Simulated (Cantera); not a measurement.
A freely propagating, adiabatic, planar premixed flame of 25.9 % CO, 2.46 % H₂, 15.1 % O₂, 56.6 % N₂, equivalence ratio 0.94, unburnt at 348 K and 0.740 atm; mixture-averaged transport, grid criteria slope 0.08 and curve 0.16, no radiation.

Cantera simulation using GRI-Mech 3.0 (53 species, 325 reactions); the numbers are that mechanism's predictions, not measurements. Burning velocities carry a grid error of a few per cent, more on coarse grids.

x: mole fraction of selected species; z is measured from the peak of heat release.

| z (mm) | T (K) | u (m/s) | x CO | x H₂ | x O₂ | x O | x H₂O | x NO |
|---|---|---|---|---|---|---|---|---|
| -2.97 | 348 | 0.592 | 0.259 | 0.0246 | 0.151 | <1e-8 | <1e-8 | <1e-8 |
| -1.98 | 348 | 0.592 | 0.259 | 0.0245 | 0.151 | <1e-8 | 3.13e-8 | <1e-8 |
| -1.48 | 348 | 0.592 | 0.259 | 0.0243 | 0.151 | <1e-8 | 4.55e-7 | <1e-8 |
| -0.989 | 348 | 0.592 | 0.259 | 0.0237 | 0.151 | <1e-8 | 5.84e-6 | <1e-8 |
| -0.494 | 365 | 0.619 | 0.259 | 0.0205 | 0.151 | 9.62e-8 | 0.000385 | <1e-8 |
| -0.247 | 586 | 0.986 | 0.248 | 0.0153 | 0.144 | 4.33e-5 | 0.00488 | [?] |
| 0 | 1062 | 1.75 | 0.207 | 0.00757 | 0.118 | 0.00318 | 0.0148 | [?] |
| 0.247 | 1391 | 2.24 | 0.153 | 0.00248 | 0.0834 | 0.0118 | 0.0187 | [?] |
| 0.494 | 1579 | 2.49 | 0.116 | 0.00183 | 0.0635 | 0.0154 | 0.0168 | [?] |
| 0.989 | 1763 | 2.74 | 0.0921 | 0.00194 | 0.0520 | 0.0137 | 0.0165 | [?] |
| 1.98 | 1926 | 2.96 | 0.0803 | 0.00172 | 0.0468 | 0.00950 | 0.0194 | [?] |
| 3.96 | 2063 | 3.14 | 0.0683 | 0.00137 | 0.0417 | 0.00615 | 0.0217 | [?] |
| 7.91 | 2176 | 3.29 | 0.0563 | 0.00106 | 0.0364 | 0.00391 | 0.0232 | [?] |

**Question.** What belongs in the gaps?

**Answer.** 
- -0.247, x NO: 2.83e-7
- 0, x NO: 2.40e-6
- 0.247, x NO: 8.75e-6
- 0.494, x NO: 1.76e-5
- 0.989, x NO: 3.28e-5
- 1.98, x NO: 5.31e-5
- 3.96, x NO: 8.79e-5
- 7.91, x NO: 0.000169
